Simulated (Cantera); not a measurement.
A closed system holds: 1 mol Al2O3, 0.14 mol Cl2, held at 1025 K and 0.400 bar.

These are equilibrium values from Cantera (NASA tables, ideal gas, pure condensed phases), not measurements of a reactor. Candidate condensed phases: Al, AlCl3, Al2O3; 17 gas species. Kinetics and transport are ignored.

Base state: Cl2 0.999, Cl 0.000884, AlCl3 8.07e-5, O2 6.04e-5 (mole fractions); condensed: Al2O3(s).

### Question
What changes in the equilibrium state with this change: pressure from 0.400 bar to 45.0 mbar?

### Answer
```
species          before     after
-------------  --------  --------
Cl2               0.999     0.997
Cl             0.000884   0.00263
AlCl3           8.07e-5  0.000110
O2              6.04e-5   8.24e-5
Al2O3(s), mol     1.000     1.000
```

### Question
What changes in the equilibrium state with this change: Al2O3 replaced by TiO2?

### Answer
```tsv
species	before	after
Cl2	0.999	0.997
TiCl4	0	0.000956
O2	6.04e-5	0.000956
AlCl3	8.07e-5	0
Cl	0.000884	0.000883
Al2O3(s), mol	1.000	0
TiO2(rutile), mol	0	1.000
```
Condensed phases not in the tables: TiOCl. Further candidate phases: Ti, TiCl2, TiCl3, TiCl4, TiO, TiO2, Ti2O3, Ti3O5, Ti4O7.
